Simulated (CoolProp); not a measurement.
Tetrahydrofuran at several states: fugacity coefficient from the reference equation and from simpler models built on Tc = 540.2 K, pc = 5.304 MPa, ω = 0.234; each cubic takes its own stable root.

Computed with CoolProp (reference Helmholtz-energy equation of state, Fiedler 2023).

```csv
T (K),p (MPa),phase,reference
415.7,1.27,liquid,0.5191
382.7,0.037,gas,0.9931
266.1,0.161,liquid,0.02693
446.4,17.8,liquid,0.09678
221.6,0.128,liquid,0.001416
```

How far does each simpler model (van der Waals, Soave-Redlich-Kwong, Peng-Robinson) lie from the reference over these 5 states: mean and median of the absolute difference, and the worst?


- van der Waals: mean 4288.9 %, median 105.8 %, worst +18409.9 % at 221.6 K and 0.128 MPa
- Soave-Redlich-Kwong: mean 3.1 %, median 3.5 %, worst +6.1 % at 446.4 K and 17.8 MPa
- Peng-Robinson: mean 3.9 %, median 1.7 %, worst +13.9 % at 221.6 K and 0.128 MPa

At some of these states van der Waals gives the other phase, because its saturation line lies elsewhere.
